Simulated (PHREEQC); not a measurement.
Solution (25 °C): 0.065 mmol/kgw CaSO4. Closed to the air; pH follows from the charge balance.

Computed with PHREEQC (ion-association model, phreeqc.dat).

```tsv
quantity	before	after
CaSO4 (mol/kgw)	6.36e-7	7.15e-9
HSO4- (mol/kgw)	5.95e-10	6.24e-11
CaOH+ (mol/kgw)	1.01e-10	1.05e-11
SI of Gypsum (CaSO4:2H2O)	-3.87	-5.81
```

Q: Which change was made?
A) CaSO4 from 6.5e-05 to 1.3e-05 mol/kgw
B) temperature from 25 to 35 °C
C) diluted 10-fold with water
D) CaSO4 from 6.5e-05 to 5.85e-05 mol/kgw

A: C, diluted 10-fold with water

This is a speciation only: nothing precipitates in the calculation.
